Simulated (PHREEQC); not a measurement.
Model water analysis in mg/kgw, 25 °C, pH 6.36, pe 12.9:

```csv
constituent,mg/kgw
Na,9930
K,73
Ca,937
Mg,385
Cl,18700
S(6) as SO4,420
Alkalinity as HCO3,17.6
Cd,30.2
```

Valence states are taken as typed.

Model: ion-association model, wateq4f.dat, run in PHREEQC.

### Question
The ionic strength comes out as 0.562 mol/kgw. What activity coefficients do HCO3-, Cd+2, SO4-2, Na+, CdCl+ get?

### Answer
HCO3- 0.69, Cd+2 0.30, SO4-2 0.20, Na+ 0.71, CdCl+ 0.74.

This is a speciation only: nothing precipitates in the calculation.
